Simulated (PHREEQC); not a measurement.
HF is added in steps, without added water, to 1 kg of water holding 0.0056 mol Ca(HCO3)2, 0.0023 mol CO2 and 2e-05 mol H4SiO4, at 20 °C. Oxygen alone is held at its pressure in air (log pO2 = -0.68). No CO2 enters from the air. Solids allowed: Calcite, Fluorite, Portlandite, Chalcedony. Others were left out.

Base run: PHREEQC, ion-association model, wateq4f.dat. Each further column changes one thing. The table gives F in solution (mol/kgw).

```tsv
HF added (mol)	base	Debye-Hückel limiting law	metal-ligand complexes left out	all activity coefficients set to 1	database phreeqc.dat
0	0	0	0	0	0
0.0025	0.000104	(withheld)	9.94e-5	8.10e-5	0.000102
0.00625	0.000125	(withheld)	0.000122	(withheld)	0.000124
0.00875	0.000161	0.000164	0.000159	0.000134	0.000160
0.01125	0.000417	(withheld)	0.000416	(withheld)	0.000416
0.01375	0.00260	0.00260	0.00260	(withheld)	0.00260
0.0175	0.00632	0.00632	0.00632	0.00631	0.00632
0.02	0.00881	0.00881	0.00881	0.00881	0.00881
```

Task: What belongs in the gaps?

Result: 
- 0.0025, Debye-Hückel limiting law: 0.000110
- 0.00625, Debye-Hückel limiting law: 0.000130
- 0.00625, all activity coefficients set to 1: 9.76e-5
- 0.01125, Debye-Hückel limiting law: 0.000418
- 0.01125, all activity coefficients set to 1: 0.000396
- 0.01375, all activity coefficients set to 1: 0.00259

SiF6-2 is the database's only silicon fluoride. phreeqc.dat and wateq4f.dat share most of their constants, so their agreement is no independent check. Solids allowed in the column 'database phreeqc.dat': Calcite, Fluorite, SiO2(a).
